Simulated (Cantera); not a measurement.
A perfectly stirred reactor is fed with NH3 : N2 = 1 : 16 (molar parts), at 0.300 bar; it is held at 1700 K, and followed from long to short residence time.

Detailed kinetics in Cantera: the gas-phase N/H chemistry of the illustrative SiF4/NH3 mechanism in the Surface Chemkin manual (1991). Walls and surfaces, which speed up NH3 decomposition in real reactors, are not modelled.

What does this change do: N2 16 to 4.4 parts?


```csv
quantity,before,after
x(NH3) at τ = 8.20 s,0.0201,0.0667
x(N2) at τ = 8.20 s,0.925,0.783
x(N) at τ = 8.20 s,7.32e-8,5.53e-8
x(H2) at τ = 8.20 s,0.0548,0.150
x(N2H4) at τ = 8.20 s,1.30e-9,5.19e-9
x(NH3) at τ = 61.0 ms,0.0577,0.182
x(N2) at τ = 61.0 ms,0.941,0.814
x(N) at τ = 61.0 ms,7.28e-9,6.74e-9
x(H2) at τ = 61.0 ms,0.00153,0.00389
x(N2H4) at τ = 61.0 ms,1.05e-8,3.02e-8
```

What does this change do: pressure from 0.300 bar to 33.8 Torr?


| quantity | before | after |
|---|---|---|
| x(NH3) at τ = 8.20 s | 0.0201 | 0.0344 |
| x(N2) at τ = 8.20 s | 0.925 | 0.931 |
| x(N) at τ = 8.20 s | 7.32e-8 | 1.54e-7 |
| x(H2) at τ = 8.20 s | 0.0548 | 0.0346 |
| x(N2H4) at τ = 8.20 s | 1.30e-9 | 7.90e-10 |
| x(NH3) at τ = 61.0 ms | 0.0577 | 0.0586 |
| x(N2) at τ = 61.0 ms | 0.941 | 0.941 |
| x(N) at τ = 61.0 ms | 7.28e-9 | 1.24e-9 |
| x(H2) at τ = 61.0 ms | 0.00153 | 0.000211 |
| x(N2H4) at τ = 61.0 ms | 1.05e-8 | 1.46e-9 |
